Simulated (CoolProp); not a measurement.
Vapour-liquid equilibrium of CH2F2 (R32) (1) + R1234ze(E) (2) at -51.95 °C; x and y are mole fractions of (1).

Computed with CoolProp (multi-fluid Helmholtz-energy mixture model, Tillner-Roth 1997 and Thol 2016; pair parameters Bell 2023).

```json
[
 {"x": "0.05", "bubble pressure (kPa)": "24.55", "y at the bubble point": "0.277", "dew pressure at overall composition x (kPa)": "19.46", "liquid density (mol/L)": "12.40"},
 {"x": "0.125", "bubble pressure (kPa)": "32.88", "y at the bubble point": "0.498", "dew pressure at overall composition x (kPa)": "20.90", "liquid density (mol/L)": "___"},
 {"x": "0.2", "bubble pressure (kPa)": "40.51", "y at the bubble point": "0.623", "dew pressure at overall composition x (kPa)": "22.56", "liquid density (mol/L)": "13.39"},
 {"x": "0.275", "bubble pressure (kPa)": "47.48", "y at the bubble point": "0.703", "dew pressure at overall composition x (kPa)": "24.51", "liquid density (mol/L)": "13.95"},
 {"x": "0.35", "bubble pressure (kPa)": "53.87", "y at the bubble point": "0.760", "dew pressure at overall composition x (kPa)": "26.82", "liquid density (mol/L)": "14.55"},
 {"x": "0.425", "bubble pressure (kPa)": "59.75", "y at the bubble point": "0.803", "dew pressure at overall composition x (kPa)": "29.59", "liquid density (mol/L)": "15.21"},
 {"x": "0.5", "bubble pressure (kPa)": "65.23", "y at the bubble point": "0.838", "dew pressure at overall composition x (kPa)": "32.99", "liquid density (mol/L)": "15.93"},
 {"x": "0.575", "bubble pressure (kPa)": "70.44", "y at the bubble point": "0.868", "dew pressure at overall composition x (kPa)": "37.24", "liquid density (mol/L)": "16.73"},
 {"x": "0.65", "bubble pressure (kPa)": "___", "y at the bubble point": "0.894", "dew pressure at overall composition x (kPa)": "42.66", "liquid density (mol/L)": "17.61"},
 {"x": "0.725", "bubble pressure (kPa)": "80.51", "y at the bubble point": "0.918", "dew pressure at overall composition x (kPa)": "49.76", "liquid density (mol/L)": "18.59"},
 {"x": "0.8", "bubble pressure (kPa)": "85.57", "y at the bubble point": "0.941", "dew pressure at overall composition x (kPa)": "59.24", "liquid density (mol/L)": "19.68"},
 {"x": "0.875", "bubble pressure (kPa)": "90.76", "y at the bubble point": "0.963", "dew pressure at overall composition x (kPa)": "71.84", "liquid density (mol/L)": "20.91"},
 {"x": "0.95", "bubble pressure (kPa)": "96.12", "y at the bubble point": "___", "dew pressure at overall composition x (kPa)": "87.65", "liquid density (mol/L)": "22.30"}
]
```

Q: Complete the blanks.

A: 
- 0.125, liquid density (mol/L): 12.88
- 0.65, bubble pressure (kPa): 75.50
- 0.95, y at the bubble point: 0.985

No azeotrope shows between x = 0.05 and 0.95.

The pair parameters rest on a limited set of measurements; away from them the model extrapolates.
